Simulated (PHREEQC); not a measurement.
Make-up at 2.4 °C: 0.16 mol/kgw CuCl2, 0.0037 mol/kgw H2SO4 and 0.23 mol/kgw FeCl3. Closed to the air; pH follows from the charge balance.

Equilibrium calculation in PHREEQC: ion-association model, phreeqc.dat.

No solid was allowed to form.

Question: What pH, activity of water does the model give?

Answer: pH 2.08; activity of water 0.981.

Question: In which forms is Cl present?

Answer: Cl- 69 %, FeCl2+ 20 %, FeCl+2 8.7 %, CuCl+ 1.7 %, FeCl3 0.6 % of the Cl.

Examples of supersaturated solids here: Hematite (slow to form), Goethite (slow to form). Others may be too. Caution: at this ionic strength the ion-association model is outside its range; a Pitzer model would be the better tool where its parameters exist. Complexes and solids missing from the database can't appear. Constants without temperature data keep their 25 °C values here.
